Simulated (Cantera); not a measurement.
Catalytic combustion on Pt

An isothermal plug-flow reactor at 775 K and 5.00 bar (inlet), inlet velocity 0.21 m/s, active area per volume 170 1/m; feed H2 : O2 : N2 = 0.003 : 0.053 : 0.79 (molar parts), equivalence ratio 0.028.

Detailed kinetics in Cantera: Deutschmann's 1995 Pt surface mechanism with GRI-Mech 3.0 gas chemistry. Catalytic surfaces can have several steady states; this one follows from the mechanism file's or the stated starting coverage. Mass transfer to the wall is taken as infinitely fast.

```tsv
z (m)	x H2	x O2	x H2O	θ free Pt	θ O*	θ OH*
0.00035	0.00172	0.0618	0.00183	0.0557	0.941	0.00317
0.00063	0.00120	0.0615	0.00235	0.0414	0.956	0.00291
0.0011	0.000765	0.0613	0.00279	0.0305	0.967	0.00262
0.002	0.000406	0.0612	0.00315	0.0227	0.975	0.00235
0.0035	0.000178	0.0611	0.00337	0.0185	0.979	0.00217
0.0063	4.76e-5	0.0610	0.00350	0.0165	0.981	0.00207
0.011	6.07e-6	0.0610	0.00355	0.0159	0.982	0.00204
0.02	1.25e-7	0.0610	0.00355	0.0158	0.982	0.00203
0.035	1.97e-10	0.0610	0.00355	0.0158	0.982	0.00203
```
x: gas mole fraction; θ: surface coverage.
